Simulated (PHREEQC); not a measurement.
Dissolve 0.13 mol KH2PO4 per kg of water at 30 °C. Closed to the air; pH follows from the charge balance.

Model: ion-association model, phreeqc.dat, run in PHREEQC.

| Item | Result |
|---|---|
| pH | 4.45 |
| ionic strength | 0.131 mol/kgw |
| specific conductance | 12500 µS/cm |
| density | 1.008 g/cm³ |

| species | molality | activity | log γ |
|---|---|---|---|
| K+ | 0.130 | 0.0965 | -0.129 |
| H2PO4- | 0.129 | 0.0993 | -0.113 |
| H3PO4 | 0.000529 | 0.000545 | 0.013 |
| HPO4-2 | 0.000528 | 0.000180 | -0.466 |
| KHPO4- | 4.41e-5 | 3.39e-5 | -0.113 |
| H+ | 4.32e-5 | 3.51e-5 | -0.090 |

No solid was allowed to form.
